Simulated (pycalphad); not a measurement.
Source of the numbers: pycalphad with the COST 507 light-alloy database (1999); pressure 1 atm. No gas phase is included, though pure Mg would boil below 1650 K. The database dates from 1999; later assessments differ in places, in temperatures and in the compounds included. Diffusion is slow at the low end, where real alloys seldom reach equilibrium.

Q: How does the equilibrium phase assembly of Mg-0.2541Si-0.2552Al (wt.%) change on cooling from 1650 K to 350 K?

A: 
```json
[
 {"T (K)": "919.9", "phases above": "liquid", "phases below": "hcp + liquid"},
 {"T (K)": "908.8", "phases above": "hcp + liquid", "phases below": "hcp + liquid + MG2SI"},
 {"T (K)": "907.6", "phases above": "hcp + liquid + MG2SI", "phases below": "hcp + MG2SI"}
]
```
Changes were sought between steps of 50 K, so a narrower field can be missed.

Database names, with the compositions (at.%) that they take in these runs: MG2SI: Mg 67 Si 33.
